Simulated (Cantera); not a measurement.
Cantera with NASA thermochemical tables; ideal gases at 1 bar, condensed phases pure. Values are per mole of reaction as written; species without (g) are pure solids or liquids, kept so even where they would boil at 1 bar.

a) 2 Al + Cl₂(g) = 2 AlCl(g)
b) 0.6667 Fe + Cl₂(g) = 0.6667 FeCl₃(g)
c) 0.6667 Ti + Cl₂(g) = 0.6667 TiCl₃
d) Fe + Cl₂(g) = FeCl₂

### Question
Order these by ΔG° at 900 K, most negative first.

### Answer
c (-351 kJ), a (-255 kJ), d (-229 kJ), b (-158 kJ)
